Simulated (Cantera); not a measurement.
A freely propagating, adiabatic, planar premixed flame of CH₄ : O₂ : N₂ = 1 : 1.43 : 5.37 (molar parts), equivalence ratio 1.4, unburnt at 300 K and 3.36 atm; mixture-averaged transport, grid criteria slope 0.08 and curve 0.16, no radiation.

Computed with Cantera and GRI-Mech 3.0 (53 species, 325 reactions). Burning velocities carry a grid error of a few per cent, more on coarse grids.

Question: What does this change do: 0.25 parts CO2 added?

Answer: 
| quantity | before | after |
|---|---|---|
| laminar burning velocity | 8.60 cm/s | 6.34 cm/s |
| thermal thickness | 0.482 mm | 0.616 mm |
| peak x(CH₂O) | 0.00113 | 0.00108 |
| peak x(CO) | 0.0731 | 0.0792 |
| peak x(C₂H₂) | 0.00267 | 0.00240 |
| peak x(C₂H₄) | 0.00197 | 0.00190 |

Question: What does this change do: 0.072 parts H2O added?

Answer: 
```tsv
quantity	before	after
laminar burning velocity	8.60 cm/s	8.18 cm/s
thermal thickness	0.482 mm	0.505 mm
peak x(CH₂O)	0.00113	0.00113
peak x(CO)	0.0731	0.0714
peak x(C₂H₂)	0.00267	0.00271
peak x(C₂H₄)	0.00197	0.00196
```
